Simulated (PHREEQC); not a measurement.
0.6 g of hydrous ferric oxide (600 m²/g; 0.2 weak and 0.005 strong sites per Fe, Dzombak-Morel constants, diffuse double layer) in 1 kg of water with 0.001 mol/kgw of an inert sodium salt and 3.7e-06 mol/kgw NaF, at 25 °C; the pH is set by adding NaOH or the inert anion's acid. Oxygen is held at 0.21 atm. No CO2 enters from the air. Precipitation was switched off in this run.

The series has 13 steps of pH, from 3 to 9.

The numbers come from PHREEQC with the ion-association model, wateq4f.dat.

**Question.** Near which pH is half of the F sorbed, and on which side is more sorbed?

**Answer.** Near pH 6.7, with more sorbed at lower pH.

Species that the database lacks are ignored. The oxide is taken as insoluble; below pH 4 it would dissolve.
